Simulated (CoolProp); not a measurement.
The numbers come from the reference Helmholtz-energy equation of state, Gao 2020 in CoolProp.

**Question.** For ammonia, give the phase and the cp (kJ/(kg K)), Joule-Thomson coefficient (K/MPa) at 635.6 K and 2580 kPa; 635.6 K and 3620 kPa; 635.6 K and 5680 kPa.

**Answer.** 
- 635.6 K and 2580 kPa: gas; cp 2.79, Joule-Thomson coefficient 2.85
- 635.6 K and 3620 kPa: gas; cp 2.82, Joule-Thomson coefficient 2.82
- 635.6 K and 5680 kPa: gas; cp 2.88, Joule-Thomson coefficient 2.78
